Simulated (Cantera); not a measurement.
An adiabatic, constant-volume homogeneous reactor starts with CH4 : C2H6 : C3H8 : O2 : N2 : H2O = 1 : 0.11 : 0.45 : 3.86 : 14.5 : 1.2 (molar parts), equivalence ratio 1.2, at 1000 K and 7500 Torr. Integrator tolerance rtol = 1e-08.

Model: GRI-Mech 3.0 (53 species, 325 reactions), integrated in Cantera. GRI-Mech 3.0 was tuned for natural gas; its chemistry of propane as a main component is partial and can be far from experiment.

What does this change do: C2H6 0.11 to 0.06 parts?


```tsv
quantity	before	after
time of steepest temperature rise	18.1 ms	28.5 ms
temperature at 0.200 s	2880 K	2886 K
equilibrium temperature	2880 K	2886 K
x(CH4) at 0.200 s	3.27e-12 (gas-phase equilibrium 3.81e-12)	1.53e-12 (gas-phase equilibrium 1.81e-12)
x(C2H6) at 0.200 s	<1e-12 (gas-phase equilibrium <1e-12)	<1e-12 (gas-phase equilibrium <1e-12)
x(C3H8) at 0.200 s	<1e-12 (gas-phase equilibrium <1e-12)	<1e-12 (gas-phase equilibrium <1e-12)
x(H2) at 0.200 s	0.0253 (gas-phase equilibrium 0.0253)	0.0208 (gas-phase equilibrium 0.0208)
x(NO) at 0.200 s	0.00350 (gas-phase equilibrium 0.00350)	0.00440 (gas-phase equilibrium 0.00440)
x(HCO) at 0.200 s	4.44e-7 (gas-phase equilibrium 4.44e-7)	3.55e-7 (gas-phase equilibrium 3.55e-7)
x(CH3) at 0.200 s	6.53e-12 (gas-phase equilibrium 7.61e-12)	3.45e-12 (gas-phase equilibrium 4.06e-12)
```

What does this change do: N2 14.5 to 11 parts?


```json
[
 {"quantity": "time of steepest temperature rise", "before": "18.1 ms", "after": "15.3 ms"},
 {"quantity": "temperature at 0.200 s", "before": "2880 K", "after": "3038 K"},
 {"quantity": "equilibrium temperature", "before": "2880 K", "after": "3038 K"},
 {"quantity": "x(CH4) at 0.200 s", "before": "3.27e-12 (gas-phase equilibrium 3.81e-12)", "after": "5.63e-12 (gas-phase equilibrium 6.64e-12)"},
 {"quantity": "x(C2H6) at 0.200 s", "before": "<1e-12 (gas-phase equilibrium <1e-12)", "after": "<1e-12 (gas-phase equilibrium <1e-12)"},
 {"quantity": "x(C3H8) at 0.200 s", "before": "<1e-12 (gas-phase equilibrium <1e-12)", "after": "<1e-12 (gas-phase equilibrium <1e-12)"},
 {"quantity": "x(H2) at 0.200 s", "before": "0.0253 (gas-phase equilibrium 0.0253)", "after": "0.0325 (gas-phase equilibrium 0.0325)"},
 {"quantity": "x(NO) at 0.200 s", "before": "0.00350 (gas-phase equilibrium 0.00350)", "after": "0.00598 (gas-phase equilibrium 0.00598)"},
 {"quantity": "x(HCO) at 0.200 s", "before": "4.44e-7 (gas-phase equilibrium 4.44e-7)", "after": "9.25e-7 (gas-phase equilibrium 9.25e-7)"},
 {"quantity": "x(CH3) at 0.200 s", "before": "6.53e-12 (gas-phase equilibrium 7.61e-12)", "after": "1.51e-11 (gas-phase equilibrium 1.78e-11)"}
]
```
Above 3000 K some thermodynamic fits are extrapolated.
